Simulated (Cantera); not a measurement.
# Transport properties of process gases

Gas mixture: 100 % H2, at 2670 Pa, frozen composition.

Cantera's kinetic-theory transport with the Lennard-Jones parameters of GRI-Mech 3.0, ideal gas; thermal conductivity in the mixture-averaged form.

```csv
T (K),ρ (kg/m³),cp (J/kg/K),μ (µPa s),λ (mW/m/K),Pr,D (cm²/s) C2H2,D (cm²/s) O,D (cm²/s) H
400,0.00162,14520,10.9,229,0.689,38.9,67.0,134
550,0.00118,14520,13.4,282,0.689,66.9,114,230
700,0.000923,14560,15.6,331,0.687,100,170,345
850,0.000760,14780,17.7,380,0.690,139,235,477
1000,0.000646,14960,19.7,428,0.687,182,308,624
1150,0.000562,15270,21.5,477,0.689,230,388,787
1300,0.000497,15590,23.3,527,0.690,282,476,965
```
D: mixture-averaged diffusion coefficient of that species in the mixture.
